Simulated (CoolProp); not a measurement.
The numbers come from the reference Helmholtz-energy equation of state, Younglove 1994 in CoolProp. It is a modified Benedict-Webb-Rubin equation, recast in Helmholtz form.

### Question
For R123, give the phase and the cp (kJ/(kg K)), Joule-Thomson coefficient (K/MPa) at 216.45 °C and 0.101 MPa.

### Answer
- 216.45 °C and 0.101 MPa: gas; cp 0.862, Joule-Thomson coefficient 8.37
